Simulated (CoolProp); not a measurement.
Vapour-liquid equilibrium of n-octane (1) + n-dodecane (2) at 0.00777 MPa; x and y are mole fractions of (1).

Computed with CoolProp (multi-fluid Helmholtz-energy mixture model, Beckmüller 2019 and Lemmon 2004; pair parameters Bell 2016).

### Question
Give the bubble temperature and the first vapour's composition at x = 0.15, 0.25, 0.45. Is there an azeotrope?

### Answer
x = 0.15: 98.9 °C, y = 0.788; x = 0.25: 87.0 °C, y = 0.897; x = 0.45: 72.3 °C, y = 0.966. No azeotrope shows between x = 0.05 and 0.95.

Pair parameters are fitted to limited data, so mixtures are less certain than the pure fluids.
